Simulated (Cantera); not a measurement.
Charge: 1 mol borazine, 0.34 mol N2, 0.55 mol H2, 0.51 mol NH3, equilibrated at 0.0450 bar.

Method: chemical equilibrium by Gibbs-energy minimisation in Cantera with the NASA 1993 tables (ideal gas, pure condensed phases). Candidate condensed phases: B, BN; 15 gas species. The feed counts by its element totals alone. Kinetics and transport are ignored.

Over these rows the condensed part is BN(s). Partial pressures as log10 of bar:

```tsv
T (K)	1000/T (1/K)	log p B	log p H2	log p N2
1900	0.5263	-8.81	-1.40	-2.26
1950	0.5128	-8.24	-1.41	-2.26
2000	0.5000	-7.71	-1.41	-2.26
2050	0.4878	-7.20	-1.41	-2.27
2100	0.4762	-6.71	-1.41	-2.27
2150	0.4651	?	-1.41	-2.27
```

Fit log p(B) = a + b·(1000/T) to the five rows, give the apparent enthalpy, and predict the row at 2150 K.

Means: 1000/T = 0.5006, log p = -7.734. Sxy = -0.065662, Sxx = 0.0015689, so b = -41.85 and a = -7.734 − (-41.85)×0.5006 = 13.22.
Apparent enthalpy: −19.145 × (-41.85) = 801 kJ/mol. With the condensed phases at unit activity, BN(s) = B(g) + 1/2 N2(g) links this pressure to the main gases: over the six rows their terms move log p by +0.01 in all, so the slope is close to that reaction's ΔH°. The five rows lie within 0.01 of the line.
Prediction at 2150 K: 13.22 + (-41.85)×0.4651 = -6.24. The computed value is -6.25, 0.01 from the line.
